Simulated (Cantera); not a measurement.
A closed system holds: 1 mol B, 0.35 mol NH3, held at 1.00 Torr.

Equilibrium computed with Cantera from the NASA thermochemical tables; the gas is ideal and each condensed phase is pure. Candidate condensed phases: B, BN; 15 gas species. Mutual solubility and eutectic melting of coexisting phases are not modelled. Equilibrium is a limit: real reactors are often held back by kinetics, nucleation or transport.

### Question
Which condensed phases are stable at each of these points (T (°C)): 875, 975, 1075, 1175, 1275, 1375, 1475, 1575, 1675, 1775, 1875, 1975, 2075?

### Answer
```tsv
T (°C)	condensed phases	B condensed (%)
875	B(s) + BN(s)	100.0
975	B(s) + BN(s)	100.0
1075	B(s) + BN(s)	100.0
1175	B(s) + BN(s)	100.0
1275	B(s) + BN(s)	100.0
1375	B(s) + BN(s)	100.0
1475	B(s) + BN(s)	100.0
1575	B(s) + BN(s)	100.0
1675	B(s) + BN(s)	100.0
1775	B(s) + BN(s)	100.0
1875	B(s)	99.9
1975	B(s)	99.6
2075	B(s)	98.7
```

From 875 °C to 1775 °C the condensed part is B(s) + BN(s). From 1875 °C to 2075 °C the condensed part is B(s).
